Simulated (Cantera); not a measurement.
A closed system holds: 1 mol B2H6, 0.34 mol H2O, 0.96 mol H2, at 975 °C and 10000 Pa.

Method: chemical equilibrium by Gibbs-energy minimisation in Cantera with the NASA 1993 tables (ideal gas, pure condensed phases). Candidate condensed phases: B, B2O3, B3O3H3, H2O; 23 gas species. The feed counts by its element totals alone. Mutual solubility and eutectic melting of coexisting phases are not modelled. The numbers say what is thermodynamically allowed, not how fast it happens.

Base state: H2 0.997, B3O3H3 0.00218, HBO 0.000413 (mole fractions); condensed: B(s) + B2O3(l).

Q: What changes in the equilibrium state with this change: temperature from 975 °C to 2002 °C?

A: 
| species | before | after |
|---|---|---|
| H2 | 0.997 | 0.903 |
| HBO | 0.000413 | 0.0483 |
| H | 1.47e-6 | 0.0255 |
| BO | 2.43e-8 | 0.0156 |
| B2O | <1e-9 | 0.000421 |
| B3O3H3 | 0.00218 | 1.15e-8 |
| B | <1e-9 | 7.39e-5 |
| BH | <1e-9 | 2.09e-5 |
| B(s), mol | 1.76 | 1.65 |
| B2O3(l), mol | 0.103 | 0 |
The tables' values for BH2 are old estimates; treat these amounts as uncertain. Gases not in the tables: B2H6 and higher boranes.
